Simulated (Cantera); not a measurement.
Input (Python, Cantera):

```python
import numpy as np
import cantera as ct

gas = ct.Solution("gri30.yaml")
gas.TPX = 1550, 21000, {'CH4': 1, 'O2': 5.88, 'N2': 22.1, 'H2O': 6.1}
reactor = ct.IdealGasConstPressureReactor(gas, energy="on", clone=False)
net = ct.ReactorNet([reactor])
net.rtol, net.atol = 1e-08, 1e-16
show = ['CH4', 'O2', 'H2O', 'HCO', 'N2O', 'NO', 'H']
times = np.geomspace(9e-06, 5, 13)

steps = ct.SolutionArray(gas, extra=["t"])
rows = []
print(f"{'t/s':>10s}{'T/K':>9s}{'P/Pa':>11s}" + "".join(f"{s:>11s}" for s in show))
for t in times:
    while net.time < t:
        t_next = net.step()
        steps.append(gas.state, t=t_next)
    rows.append([np.interp(t, steps.t, y) for y in (steps.T, steps.P, *steps(*show).X.T)])
    print(f"{t:10.3e}{rows[-1][0]:9.1f}{rows[-1][1]:11.4g}" + "".join(f"{x:11.3e}" for x in rows[-1][2:]))
rate = np.gradient(steps.T, steps.t)
print("integrator steps:", len(steps.t))
if steps.T.max() > steps.T[0] + 200:
    print(f"time of steepest temperature rise: {steps.t[rate.argmax()]:.4e} s")
gas.TPX = 1550, 21000, {'CH4': 1, 'O2': 5.88, 'N2': 22.1, 'H2O': 6.1}
gas.equilibrate("HP")
print(f"equilibrium (HP): T = {gas.T:.1f} K  " + "  ".join(f"{s} {gas[s].X[0]:.3e}" for s in show))
```

It prints:

```
       t/s      T/K       P/Pa        CH4         O2        H2O        HCO        N2O         NO          H
 9.000e-06   1550.0    2.1e+04  2.851e-02  1.676e-01  1.739e-01  1.428e-14  1.850e-13  2.857e-16  2.187e-08
 2.710e-05   1550.0    2.1e+04  2.851e-02  1.676e-01  1.739e-01  1.863e-13  8.454e-13  2.211e-15  2.429e-08
 8.160e-05   1550.0    2.1e+04  2.850e-02  1.676e-01  1.739e-01  2.359e-12  4.766e-12  1.049e-14  2.977e-08
 2.457e-04   1550.0    2.1e+04  2.849e-02  1.676e-01  1.739e-01  3.533e-11  2.894e-11  5.565e-14  4.778e-08
 7.399e-04   1550.0    2.1e+04  2.841e-02  1.676e-01  1.739e-01  1.028e-09  1.540e-10  4.808e-13  1.579e-07
 2.228e-03   1572.5    2.1e+04  2.292e-02  1.633e-01  1.782e-01  1.679e-06  3.059e-09  1.734e-10  5.069e-05
 6.708e-03   2065.9    2.1e+04  2.468e-21  1.087e-01  2.245e-01  1.952e-11  1.330e-07  1.937e-05  4.374e-04
 2.020e-02   2086.5    2.1e+04  9.114e-22  1.091e-01  2.265e-01  5.466e-12  1.292e-07  4.958e-05  1.801e-04
 6.082e-02   2086.4    2.1e+04  9.068e-22  1.090e-01  2.265e-01  5.437e-12  1.291e-07  1.325e-04  1.794e-04
 1.831e-01   2085.9    2.1e+04  9.000e-22  1.089e-01  2.265e-01  5.404e-12  1.290e-07  3.788e-04  1.787e-04
 5.515e-01   2084.6    2.1e+04  8.807e-22  1.086e-01  2.265e-01  5.312e-12  1.290e-07  1.086e-03  1.766e-04
 1.661e+00   2081.4    2.1e+04  8.336e-22  1.077e-01  2.266e-01  5.088e-12  1.301e-07  2.842e-03  1.714e-04
 5.000e+00   2076.9    2.1e+04  7.711e-22  1.065e-01  2.267e-01  4.792e-12  1.342e-07  5.268e-03  1.646e-04
integrator steps: 1626
time of steepest temperature rise: 2.4488e-03 s
equilibrium (HP): T = 2075.7 K  CH4 1.204e-21  O2 1.062e-01  H2O 2.267e-01  HCO 4.711e-12  N2O 1.359e-07  NO 5.953e-03  H 1.627e-04
```

Detailed kinetics in Cantera: GRI-Mech 3.0 (53 species, 325 reactions).
